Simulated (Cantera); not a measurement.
A perfectly stirred reactor is fed with N2O : H2 : N2 = 1 : 0.0059 : 1.3 (molar parts), at 13300 Pa; it is held at 1375 K, and followed from long to short residence time.

Cantera simulation using GRI-Mech 3.0 (53 species, 325 reactions); the numbers are that mechanism's predictions, not measurements. GRI-Mech 3.0 was tuned for natural gas; its chemistry of N2O as a main component is partial and can be far from experiment. The mechanism lacks the step 2 NO + O2 → 2 NO2, which can matter for NO2 below about 1400 K. The temperature is held fixed by assumption; the heat of reaction is taken as removed at once.

```tsv
quantity	before	after
x(N2O) at τ = 28.0 s	0.0110	0.125
x(H2) at τ = 28.0 s	9.00e-7	1.19e-5
x(H2O2) at τ = 28.0 s	3.40e-10	4.33e-11
x(NO2) at τ = 28.0 s	5.18e-5	4.22e-5
x(O2) at τ = 28.0 s	0.153	0.104
x(N2O) at τ = 0.320 s	0.274	0.420
x(H2) at τ = 0.320 s	4.77e-5	0.000572
x(H2O2) at τ = 0.320 s	9.69e-10	1.01e-8
x(NO2) at τ = 0.320 s	0.000109	5.62e-5
x(O2) at τ = 0.320 s	0.0534	0.00396
```

Name the change that produced these shifts.
A. pressure from 13300 Pa to 640 Pa
B. temperature 1375 to 1450 K
C. N2 1.3 to 0.27 parts
D. pressure from 13300 Pa to 2670 Pa

A, pressure from 13300 Pa to 640 Pa
